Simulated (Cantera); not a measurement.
Feed: 1 mol Zr, 0.18 mol N2O, 320 mol H2.

Cantera equilibrium calculation (NASA polynomials, part measured and part estimated; ideal gas, pure solids and liquids). Candidate condensed phases: H2O, Zr, ZrN, ZrO2; 28 gas species. Mutual solubility and eutectic melting of coexisting phases are not modelled. ZrN: taken at fixed stoichiometry. Condensed phases not in the tables: solid solutions among these carbides, nitrides and lower oxides, N, O or C dissolved in the metal. Equilibrium is a limit: real reactors are often held back by kinetics, nucleation or transport.

Stable condensed phases, one row left out:

```
T in K \ P in Pa
            0.10    0.60     3.6      22     130     770    4600   28000  170000 1000000
   2223        A       A       A       B       B       C       C       C       C       C
   2173        A       A       B       B       B       C       C       C       C       C
   2073        A       D       B       B       C       C       C       C       C       C
   2023        A       B       B       C       C       C       C       C       C       C
   1973        D       B       B       C       C       C       C       C       C       C
   1923        B       B       C       C       C       C       C       C       C       C
   1873        B       B       C       C       C       C       C       C       C       C
   1823        B       C       C       C       C       C       C       C       C       C
   1773        C       C       C       C       C       C       C       C       C       C
```

A: gas only; B: Zr + ZrN; C: Zr + ZrN + ZrO2; D: ZrN.

### Question
Give the row for 2123 K.

### Answer
0.10: gas only; 0.60: gas only; 3.6: Zr + ZrN; 22: Zr + ZrN; 130: Zr + ZrN + ZrO2; 770: Zr + ZrN + ZrO2; 4600: Zr + ZrN + ZrO2; 28000: Zr + ZrN + ZrO2; 170000: Zr + ZrN + ZrO2; 1000000: Zr + ZrN + ZrO2.
